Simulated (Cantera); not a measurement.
A freely propagating, adiabatic, planar premixed flame of 52.2 % H2, 10.0 % O2, 37.8 % N2, equivalence ratio 2.6, unburnt at 423 K and 9.87 atm; mixture-averaged transport, grid criteria slope 0.08 and curve 0.16, no radiation.

Cantera simulation using the H2/O2 subset of GRI-Mech 3.0, which has no nitrogen chemistry; the numbers are that mechanism's predictions, not measurements. The hydrogen kinetics of GRI-Mech 3.0 are dated; newer H2 mechanisms differ, most at raised pressure. Burning velocities carry a grid error of a few per cent, more on coarse grids.

x: mole fraction of selected species; z is measured from the peak of heat release.

| z (mm) | T (K) | u (m/s) | x H2 | x O2 | x O | x OH | x H2O2 | x H |
|---|---|---|---|---|---|---|---|---|
| -0.0777 | 423 | 3.39 | 0.522 | 0.100 | <1e-8 | <1e-8 | <1e-8 | <1e-8 |
| -0.0518 | 424 | 3.39 | 0.522 | 0.100 | <1e-8 | <1e-8 | 1.22e-8 | <1e-8 |
| -0.0389 | 425 | 3.40 | 0.521 | 0.100 | <1e-8 | <1e-8 | 1.06e-7 | <1e-8 |
| -0.0259 | 439 | 3.49 | 0.518 | 0.101 | 9.77e-8 | <1e-8 | 2.02e-6 | <1e-8 |
| -0.0130 | 604 | 4.62 | 0.492 | 0.102 | 7.50e-6 | 2.79e-5 | 7.81e-5 | 3.01e-5 |
| -0.00648 | 938 | 6.95 | 0.456 | 0.0891 | 0.000106 | 0.000423 | 0.000145 | 0.00160 |
| 0 | [?] | 9.51 | [?] | [?] | [?] | [?] | [?] | [?] |
| 0.00648 | 1552 | 11.3 | 0.376 | 0.0341 | 0.000568 | 0.00102 | 9.98e-6 | 0.0165 |
| 0.0130 | 1690 | 12.3 | 0.354 | 0.0157 | 0.000394 | 0.00110 | 3.22e-6 | 0.0214 |
| 0.0259 | 1804 | 13.1 | 0.342 | [?] | [?] | 0.00103 | [?] | 0.0219 |
| 0.0518 | 1876 | 13.6 | 0.343 | 0.000232 | 3.37e-5 | 0.000829 | 2.09e-7 | 0.0163 |
| 0.104 | 1927 | 13.9 | 0.346 | 9.07e-6 | 1.22e-5 | 0.000560 | 6.18e-8 | 0.0100 |
| 0.207 | 1960 | 14.1 | 0.349 | 1.37e-6 | 3.90e-6 | 0.000330 | 2.14e-8 | 0.00557 |

Q: Some entries are withheld; supply them.

A: 
- 0, T (K): 1303
- 0, x H2: 0.412
- 0, x O2: 0.0624
- 0, x O: 0.000421
- 0, x OH: 0.000732
- 0, x H2O2: 6.24e-5
- 0, x H: 0.00814
- 0.0259, x O2: 0.00305
- 0.0259, x O: 0.000120
- 0.0259, x H2O2: 9.71e-7
